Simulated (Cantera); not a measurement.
Charge: 1 mol SiH2Cl2, 0.13 mol HCl, 5.1 mol H2, at 0.100 bar.

Cantera equilibrium calculation (NASA polynomials, part measured and part estimated; ideal gas, pure solids and liquids). Candidate condensed phases: Si; 19 gas species. The tables' values for SiCl, SiCl3 are old estimates; treat these amounts as uncertain. Gases not in the tables: Si2H6 and higher silanes. The numbers say what is thermodynamically allowed, not how fast it happens. All values below are at 2073 K.

Base state: H2 0.767, HCl 0.153, SiCl2 0.0676, H 0.00729, SiCl 0.00117, Cl 0.00108, Si 0.000997, SiCl3 0.000672 (mole fractions); condensed: Si(l).

Task: What changes in the equilibrium state with this change: pressure from 0.100 bar to 0.00133 bar?

Result: 
```csv
species,before,after
H2,0.767,0.667
HCl,0.153,0.141
Si,0.000997,0.0605
H,0.00729,0.0588
SiCl2,0.0676,0.0533
SiHCl3,1.55e-5,1.49e-7
Si2,1.22e-5,0.000600
Si3,2.53e-6,0.000101
SiCl3,0.000672,6.03e-5
"Si(l), mol",0.485,0
```
